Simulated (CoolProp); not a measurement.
Vapour-liquid equilibrium of ethane (1) + propylene (2) at 175.5 K; x and y are mole fractions of (1).

Values from CoolProp's multi-fluid Helmholtz-energy mixture model, Bücker 2006 and Lemmon 2013; pair parameters Bell 2016.

```csv
x,bubble pressure (MPa),y at the bubble point,dew pressure at overall composition x (MPa),liquid density (mol/L)
0.05,0.008169,0.432,0.005105,16.01
0.15,0.01438,0.709,0.005661,16.25
0.25,0.02019,0.815,0.006352,16.49
0.35,0.02572,0.872,0.007235,16.73
0.45,0.03108,0.909,0.008401,16.98
0.55,0.03634,0.935,0.01001,17.24
0.65,0.04158,0.954,0.01238,17.50
0.75,0.04684,0.970,0.01620,17.77
0.85,0.05218,0.984,0.02329,18.04
0.95,0.05762,0.995,0.04028,18.32
```

No azeotrope shows between x = 0.05 and 0.95.

The pair parameters rest on a limited set of measurements; away from them the model extrapolates.
